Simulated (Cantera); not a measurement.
An isothermal, constant-pressure homogeneous reactor starts with 98.0 % N2O, 1.96 % H2O, at 1600 K and 10.00 Torr.

Detailed kinetics in Cantera: GRI-Mech 3.0 (53 species, 325 reactions). GRI-Mech 3.0 was tuned for natural gas; its chemistry of N2O as a main component is partial and can be far from experiment. Radical loss at walls, strong at low pressure, is not modelled. The temperature is held fixed by assumption; the heat of reaction is taken as removed at once.

One state of this run: x N2O = 8.76e-6; x H2O = 0.0131; x O2 = 0.246; x H = 5.98e-7; x H2O2 = 2.69e-10; x OH = 0.000198; x H2 = 1.54e-6. x: mole fraction; the columns are a selection and need not sum to one.

Q: Which value of t (s) does it belong to?
(A) 6.00
(B) 0.359
(C) 0.918
(D) 0.00839

A: A, 6.00
